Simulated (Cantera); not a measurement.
An isothermal, constant-pressure homogeneous reactor starts with CH4 : H2 : N2 = 0.027 : 1 : 0.0044 (molar parts), at 2450 K and 13000 Pa.

Computed with Cantera and GRI-Mech 3.0 (53 species, 325 reactions). GRI-Mech 3.0 stops at C3 and has no aromatics, soot or wall deposition, so with more carbon than oxygen in the feed, carbon stays in small species such as C2H2 where larger ones or solid carbon would form.

Question: Predict: x(CH4) at 10.0 s; x(H2) at 10.0 s; x(HCN) at 10.0 s; x(C2H) at 10.0 s; x(C2H2) at 10.0 s.

Answer: 
| Quantity | Value |
|---|---|
| x(CH4) at 10.0 s | 2.17e-5 (gas-phase equilibrium 2.07e-5) |
| x(H2) at 10.0 s | 0.929 (gas-phase equilibrium 0.929) |
| x(HCN) at 10.0 s | 0.000894 (gas-phase equilibrium 0.00385) |
| x(C2H) at 10.0 s | 4.45e-5 (gas-phase equilibrium 3.90e-5) |
| x(C2H2) at 10.0 s | 0.0119 (gas-phase equilibrium 0.0104) |
